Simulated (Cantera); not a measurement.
**Adiabatic ignition**

An adiabatic, constant-pressure homogeneous reactor starts with CO : H2 : CH4 : O2 : N2 = 1 : 0.34 : 0.086 : 0.561 : 2.11 (molar parts), at 1148 K and 4.93 atm.

Computed with Cantera and GRI-Mech 3.0 (53 species, 325 reactions).

```
t (s)     T (K)   x CO    x H2   x CH4     x CO2     x O2    x C2H2    x C2H4
--------  -----  -----  ------  ------  --------  -------  --------  --------
1.00e-6    1148  0.244  0.0830  0.0210   4.51e-9    0.137    <1e-12    <1e-12
2.96e-6    1148  0.244  0.0830  0.0210   1.86e-8    0.137    <1e-12    <1e-12
8.77e-6    1148  0.244  0.0830  0.0210   1.04e-7    0.137    <1e-12    <1e-12
2.60e-5    1148  0.244  0.0830  0.0210   1.45e-6    0.137    <1e-12  1.44e-11
7.70e-5    1164  0.244  0.0818  0.0205  0.000666    0.136  6.34e-10   2.05e-6
0.000228   2791  0.146  0.0166  <1e-12     0.143  0.00440    <1e-12    <1e-12
0.000675   2787  0.147  0.0168  <1e-12     0.142  0.00392    <1e-12    <1e-12
0.00200    2782  0.147  0.0169  <1e-12     0.142  0.00370    <1e-12    <1e-12
0.00592    2781  0.147  0.0170  <1e-12     0.142  0.00368    <1e-12    <1e-12
0.0175     2781  0.147  0.0170  <1e-12     0.142  0.00368    <1e-12    <1e-12
0.0520     2781  0.147  0.0170  <1e-12     0.142  0.00368    <1e-12    <1e-12
0.154      2781  0.147  0.0170  <1e-12     0.142  0.00368    <1e-12    <1e-12
0.456      2781  0.147  0.0170  <1e-12     0.142  0.00368    <1e-12    <1e-12
1.35       2781  0.147  0.0170  <1e-12     0.142  0.00368    <1e-12    <1e-12
4.00       2781  0.147  0.0170  <1e-12     0.142  0.00368    <1e-12    <1e-12
```
x: mole fraction; the columns are a selection and need not sum to one.

| Item | Result |
|---|---|
| time of steepest temperature rise | 0.124 ms |
| temperature at 4.00 s | 2781 K |
| equilibrium temperature | 2781 K |
| x(CO) at 4.00 s | 0.147 (gas-phase equilibrium 0.147) |
| x(H2) at 4.00 s | 0.0170 (gas-phase equilibrium 0.0170) |
| x(CH4) at 4.00 s | <1e-12 (gas-phase equilibrium <1e-12) |
